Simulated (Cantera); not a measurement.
# Equilibrium for silicon epitaxy and polysilicon growth: SiH4 + HCl + N2

A closed system holds: 1 mol SiH4, 2.9 mol HCl, a varied amount of N2, at 1698 K and 110 Pa.

Method: chemical equilibrium by Gibbs-energy minimisation in Cantera with the NASA 1993 tables (ideal gas, pure condensed phases). Candidate condensed phases: NH4Cl, Si, Si3N4; 28 gas species. The tables' values for SiCl, SiCl3, SiN are old estimates; treat these amounts as uncertain. Rates play no part.

From 15 mol N2 to 190 mol N2 nothing is condensed. The main Si-bearing gas is SiCl2 throughout.

| n(N2) (mol) | x N2 | x H2 | x SiCl2 | x HCl | x H |
|---|---|---|---|---|---|
| 15 | 0.752 | 0.149 | 0.0490 | 0.0462 | 0.00168 |
| 34 | 0.873 | 0.0759 | 0.0248 | 0.0242 | 0.00120 |
| 54 | 0.916 | 0.0499 | 0.0162 | 0.0163 | 0.000974 |
| 73 | 0.936 | 0.0376 | 0.0121 | 0.0125 | 0.000845 |
| 93 | 0.949 | 0.0298 | 0.00954 | 0.0101 | 0.000752 |
| 110 | 0.956 | 0.0253 | 0.00807 | 0.00873 | 0.000693 |
| 130 | 0.963 | 0.0215 | 0.00681 | 0.00753 | 0.000639 |
| 150 | 0.968 | 0.0186 | 0.00588 | 0.00664 | 0.000595 |
| 170 | 0.971 | 0.0165 | 0.00517 | 0.00595 | 0.000559 |
| 190 | 0.974 | 0.0147 | 0.00461 | 0.00539 | 0.000529 |
x: gas mole fraction; nothing condenses.
